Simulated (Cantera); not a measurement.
A closed system holds: 1 mol HI, 0.47 mol O2, held at 1300 K and 0.100 bar.

These are equilibrium values from Cantera (NASA tables, ideal gas, pure condensed phases), not measurements of a reactor. Candidate condensed phases: H2O, I2; 12 gas species. Kinetics and transport are ignored.

Base state: I 0.451, H2O 0.317, O2 0.140, I2 0.0912, HI 0.000648, OH 3.00e-5 (mole fractions); condensed: gas only.

Q: What changes in the equilibrium state with this change: temperature from 1300 K to 3273 K?

A: 
```
species    before    after
-------  --------  -------
I           0.451    0.409
H         1.69e-9    0.215
O         2.09e-7    0.194
H2O         0.317   0.0276
H2        2.33e-7   0.0397
I2         0.0912  1.21e-5
OH        3.00e-5   0.0602
O2          0.140   0.0526
HI       0.000648  0.00204
```

Q: What changes in the equilibrium state with this change: HI replaced by CO2?

A: 
```csv
species,before,after
CO2,0,0.680
O2,0.140,0.320
I,0.451,0
H2O,0.317,0
I2,0.0912,0
HI,0.000648,0
OH,3.00e-5,0
```
Further candidate phases: C.
